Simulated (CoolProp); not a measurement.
Properties of R407C along the isobar 4770 kPa.

Values from CoolProp's reference Helmholtz-energy equation of state, Lemmon 2003. It is a pseudo-pure fit of the blend.

```tsv
T (K)	phase	density (kg/m³)	cp (kJ/(kg K))	Joule-Thomson coefficient (K/MPa)	viscosity (µPa s)	conductivity (mW/(m K))
299.7	liquid	1156	___	0.02976	160	86.6
304.6	liquid	1136	1.507	0.07871	151	84.5
309.6	liquid	1114	1.537	0.1370	142	82.4
314.6	liquid	1091	1.570	0.2061	134	80.2
319.6	liquid	___	1.610	0.2891	126	78.0
324.6	liquid	1041	1.659	0.3908	118	75.7
329.6	liquid	1013	1.718	0.5186	110	73.3
334.6	liquid	982.3	1.795	0.6842	103	70.8
339.5	liquid	948.6	1.898	___	95.6	___
344.5	liquid	908.8	2.055	1.226	87.9	65.2
```

Complete the blanks.


- 299.7, cp (kJ/(kg K)): 1.482
- 319.6, density (kg/m³): 1067
- 339.5, Joule-Thomson coefficient (K/MPa): 0.9034
- 339.5, conductivity (mW/(m K)): 68.1

Viscosity comes from a separate model (Geller 2000). Thermal conductivity comes from a separate model (Geller 2001).
